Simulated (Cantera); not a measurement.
A closed system holds: 1 mol Si3H8, 0.0082 mol Cl2, 340 mol H2, equilibrated at 0.0220 bar.

Cantera equilibrium calculation (NASA polynomials, part measured and part estimated; ideal gas, pure solids and liquids). Candidate condensed phases: Si; 19 gas species. The feed counts by its element totals alone. Gases not in the tables: Si2H6 and higher silanes. Equilibrium is a limit: real reactors are often held back by kinetics, nucleation or transport.

Which condensed phases are stable at each of these points (T (K)): 1448, 1498, 1548, 1598, 1648, 1698, 1748?


```
T (K)  condensed phases  Si condensed (%)
-----  ----------------  ----------------
1448              Si(s)             100.0
1498              Si(s)             100.0
1548              Si(s)              99.9
1598              Si(s)              99.9
1648              Si(s)              99.7
1698              Si(l)              99.4
1748              Si(l)              98.8
```

From 1448 K to 1648 K the condensed part is Si(s). From 1698 K to 1748 K the condensed part is Si(l).
